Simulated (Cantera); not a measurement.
Input: 1 mol Ti, 0.072 mol C3H8, 68 mol H2, at 0.380 bar.

Cantera equilibrium calculation (NASA polynomials, part measured and part estimated; ideal gas, pure solids and liquids). Candidate condensed phases: C, C6H6, C7H8, C8H18, Ti, TiC; 77 gas species. Mutual solubility and eutectic melting of coexisting phases are not modelled. TiC: taken at fixed stoichiometry. Condensed phases not in the tables: N, O or C dissolved in the metal. The numbers say what is thermodynamically allowed, not how fast it happens. All values below are at 1475 K.

Base state: H2 1.000, H 2.10e-5 (mole fractions); condensed: Ti(β) + TiC(s).

Question: What changes in the equilibrium state with this change: C3H8 from 0.072 to 0.49 mol?

Answer: 
```tsv
species	before	after
H2	1.000	0.999
CH4	1.43e-9	0.00110
H	2.10e-5	2.10e-5
Ti(β), mol	0.784	0
TiC(s), mol	0.216	1.00
C(graphite), mol	0	0.392
```
